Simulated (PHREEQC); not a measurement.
A solution holds 7.95 mol NaOH, 0.1 mol Na2B4O7 and 0.069 mol KBr per kg of water, at 25 °C. Closed to the air; pH follows from the charge balance.

Equilibrium calculation in PHREEQC: Pitzer model, pitzer.dat.

pH: 15.62
ionic strength: 8.22 mol/kgw
activity of water: 0.601
density: 1.261 g/cm³
osmotic coefficient: 1.719
total alkalinity: 8150 meq/kg

```tsv
species	molality	activity	log γ
Na+	8.15	10.8	0.121
OH-	7.75	25.2	0.512
B(OH)4-	0.400	0.217	-0.266
Br-	0.0690	0.0258	-0.427
K+	0.0690	0.157	0.356
B(OH)3	7.48e-7	1.51e-7	-0.695
B4O5(OH)4-2	4.24e-9	3.01e-12	-3.149
```

No solid was allowed to form. Species that the database lacks are ignored. In brines, pH and single-ion activities rest on the MacInnes convention.
